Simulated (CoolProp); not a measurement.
A Linde-Hampson liquefier for nitrogen: isothermal reversible compression at 280 K from 1 atm to 25 MPa, throttling to 1 atm, return gas leaving the recuperator 5 K below the feed. Each further row changes one setting.

The numbers come from the reference Helmholtz-energy equation of state, Span 2000 in CoolProp.

| case | liquid yield per pass | compression work (kJ/kg of gas) |
|---|---|---|
| as stated | [?] | 457 |
| high pressure 50 MPa | [?] | [?] |
| warm-end temperature 310 K | [?] | [?] |
| warm-end gap 10 K | [?] | 457 |

Task: Some entries are withheld; supply them.

Result: 
- as stated, liquid yield per pass: 0.091
- high pressure 50 MPa, liquid yield per pass: 0.098
- high pressure 50 MPa, compression work (kJ/kg of gas): 527
- warm-end temperature 310 K, liquid yield per pass: 0.064
- warm-end temperature 310 K, compression work (kJ/kg of gas): 510
- warm-end gap 10 K, liquid yield per pass: 0.079
